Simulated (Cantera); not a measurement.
# Thermodynamics of halide evaporation, hydrolysis and transport, feed NaI + H2

A closed system holds: 1 mol NaI, 1.7 mol H2, equilibrated at 1473 K and 19.0 mbar.

Equilibrium computed with Cantera from the NASA thermochemical tables; the gas is ideal and each condensed phase is pure. Candidate condensed phases: I2, Na, NaI; 9 gas species. Gases not in the tables: NaBr and NaI dimers. The numbers say what is thermodynamically allowed, not how fast it happens.

- x(H2): 0.626
- x(NaI): 0.364
- x(Na): 0.00455
- x(I): 0.00323
- x(HI): 0.00132
- x(H): 7.26e-5
- x(NaH): 2.55e-6
- gas amount: 2.711 mol
- log10 activity of Na(l) (absent): -4.95
- log10 activity of I2(l) (absent): -10.76
